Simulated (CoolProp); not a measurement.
A single-stage vapour-compression cycle with the fluid: evaporating at 200.15 K (dew point), condensing at 258.15 K (bubble point), superheat 2 K, subcooling 8 K, compressor efficiency 0.6, no pressure losses. The same conditions are run with several fluids, on thermodynamics alone (safety and materials aside).

Computed with CoolProp (reference Helmholtz-energy equation of state of each fluid (ethylene: Smukala 2000; R143a: Lemmon and Jacobsen 2000; propane: Lemmon 2009; C3F8 (R218): Lemmon 2006; C2F6 (R116): Lemmon 2006; R125: Lemmon 2005)).

```
fluid        cooling COP  pressure ratio  discharge temperature (K)  refrigerating effect (kJ/kg)  volumetric capacity (kJ/m³)
-----------  -----------  --------------  -------------------------  ----------------------------  ---------------------------
ethylene            1.47            6.26                      351.5                           296                         2490
R143a               1.71            15.2                      328.1                           179                          226
propane             1.74            14.3                      334.8                           347                          188
C3F8 (R218)         1.56            17.9                      273.0                          70.9                          111
C2F6 (R116)         1.44            9.20                      280.4                          64.0                          733
R125                1.68            16.3                      308.9                           122                          220
```
